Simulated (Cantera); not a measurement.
Cantera run:

```python
import numpy as np
import cantera as ct

gas_names = [...]  # 109 gases of nasa_gas.yaml made of C, Cl, H, Si
cond_names = """
    C(gr) C6H6(L) C7H8(L) C8H18(L),n-octa Si(cr) Si(L) SiC(b)
""".split()


# ... load() reads the species with a 1 bar reference pressure and builds the phases ...
atoms = {
    '(CH3)2SiCl2': {'C': 2, 'H': 6, 'Si': 1, 'CL': 2},
    'CH4': {'C': 1, 'H': 4},
    'H2': {'H': 2},
    'HCl': {'H': 1, 'CL': 1},
}
top_T = {'C(gr)': 4500, 'SiC(b)': 3050}  # K; cautious upper limits of use, not melting points


# ... equilibrate(T, P, feed) seeds the gas with the atoms and calls Mixture.equilibrate('TP', solver="vcs", rtol=1e-11, max_steps=5000) ...
results = []
feed = {'(CH3)2SiCl2': 1, 'CH4': 0.28, 'H2': 7.9, 'HCl': 1.7}  # mol
T = 2475  # K
P = 93000  # Pa
mix = equilibrate(T, P, feed)
results.append((T, P, feed, dict(zip(mix.species_names, mix.species_moles))))
x = sorted(zip(gas.X, gas.species_names), reverse=True)
print(f"T = {T:g} K  P = {P:g} Pa  gas = {mix.phase_moles(0):.4g} mol")
print("   x: " + "  ".join(f"{s} {v:.3e}" for v, s in x if v > 0.001))
print("   condensed (mol): " + ("  ".join(f"{mix.phase(i).name} {mix.phase_moles(i):.4g}"
      for i in range(1, mix.n_phases) if mix.phase_moles(i) > 1e-12) or "none"))
```

Output:

```
T = 2475 K  P = 93000 Pa  gas = 14.36 mol
   x: H2 7.344e-01  HCL 2.106e-01  SiCL2 2.051e-02  H 1.999e-02  C2H2,acetylene 7.142e-03  CL 4.062e-03  SiCL 1.052e-03
   condensed (mol): C(gr) 1.402  SiC(b) 0.6598
```

Equilibrium computed with Cantera from the NASA thermochemical tables; the gas is ideal and each condensed phase is pure. The feed counts by its element totals alone. The tables' values for SiCl, SiCl3 are old estimates; treat these amounts as uncertain. Gases not in the tables: Si2H6 and higher silanes.
